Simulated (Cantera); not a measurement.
**Adiabatic ignition**

An adiabatic, constant-pressure homogeneous reactor starts with H2 : O2 : N2 : H2O = 1 : 0.25 : 0.94 : 0.56 (molar parts), equivalence ratio 2.0, at 1000 K and 7500 Torr.

Computed with Cantera and the H2/O2 subset of GRI-Mech 3.0, which has no nitrogen chemistry. The hydrogen kinetics of GRI-Mech 3.0 are dated; newer H2 mechanisms differ, most at raised pressure.

```tsv
t (s)	T (K)	x H2	x O2	x H2O	x H	x H2O2	x OH	x O
1.00e-6	1000	0.364	0.0909	0.204	1.15e-11	<1e-12	<1e-12	<1e-12
3.76e-6	1000	0.364	0.0909	0.204	1.17e-11	9.63e-12	<1e-12	<1e-12
1.41e-5	1000	0.364	0.0909	0.204	1.24e-11	1.38e-10	<1e-12	<1e-12
5.32e-5	1000	0.364	0.0909	0.204	1.53e-11	1.94e-9	<1e-12	<1e-12
0.000200	1000	0.364	0.0909	0.204	2.86e-11	2.66e-8	1.66e-12	1.65e-12
0.000752	1000	0.364	0.0909	0.204	1.41e-10	4.19e-7	1.97e-11	8.12e-12
0.00283	1000	0.364	0.0909	0.204	5.04e-9	2.83e-5	1.26e-9	2.93e-10
0.0106	2230	0.200	8.59e-7	0.423	0.000947	4.57e-9	0.000293	9.62e-7
0.0400	2230	0.200	8.59e-7	0.423	0.000947	4.57e-9	0.000293	9.62e-7
0.150	2230	0.200	8.59e-7	0.423	0.000947	4.57e-9	0.000293	9.62e-7
0.566	2230	0.200	8.59e-7	0.423	0.000947	4.57e-9	0.000293	9.62e-7
2.13	2230	0.200	8.59e-7	0.423	0.000947	4.57e-9	0.000293	9.62e-7
8.00	2230	0.200	8.59e-7	0.423	0.000947	4.57e-9	0.000293	9.62e-7
```
x: mole fraction; the columns are a selection and need not sum to one.

The time of steepest temperature rise is 8.38 ms, the temperature at 8.00 s comes out as 2230 K and the equilibrium temperature is 2230 K. The x(H2) at 8.00 s is 0.200 (gas-phase equilibrium 0.200). The x(O2) at 8.00 s is 8.59e-7 (gas-phase equilibrium 8.59e-7). The x(H2O) at 8.00 s is 0.423 (gas-phase equilibrium 0.423).
